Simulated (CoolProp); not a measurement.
Computed with CoolProp (reference Helmholtz-energy equation of state, de Reuck 1990).

**Question.** For fluorine, give the phase and the cp (kJ/(kg K)), cv (kJ/(kg K)) at 147.8 K and 0.414 bar.

**Answer.** 
- 147.8 K and 0.414 bar: gas; cp 0.773, cv 0.551
